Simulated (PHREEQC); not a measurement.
A PHREEQC input (ion-association model, phreeqc.dat):

```
SOLUTION 1
  temp 25
  units mg/kgw
  pH 6.41
  pe 1.4
  Na 0.248
  K 0.981
  Ca 3.04
  Mg 0.834
  Cl 1.32
  S(6) 2.13 as SO4
  Alkalinity 10.5 as HCO3
  Br 0.619
END
USE solution 1
EQUILIBRIUM_PHASES 1
  Quaartz 0 0.5
  CO2(g) -2 10
END
```

It stops with these messages:

```
ERROR: Phase not found in database, Quaartz.
ERROR: Calculations terminating due to input errors.
```

The fault: the phase Quartz misspelt. The line should read `Quartz` where the input has `Quaartz`. With the mend the run ends at pH 6.05 and ionic strength 0.000390 mol/kgw.
